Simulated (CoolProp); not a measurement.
Computed with CoolProp (reference Helmholtz-energy equation of state, Lemmon 2009).

Question: For propane, give the phase and the Z, cp (kJ/(kg K)), cv (kJ/(kg K)), viscosity (µPa s) at 135.7 K and 74 bar; 295.1 K and 74 bar; 374.7 K and 74 bar.

Answer: 
- 135.7 K and 74 bar: liquid; Z 0.422, cp 1.97, cv 1.34, viscosity 980
- 295.1 K and 74 bar: liquid; Z 0.259, cp 2.55, cv 1.65, viscosity 112
- 374.7 K and 74 bar: supercritical; Z 0.285, cp 3.75, cv 2.01, viscosity 48.1

Viscosity comes from a separate model (Vogel 1998).
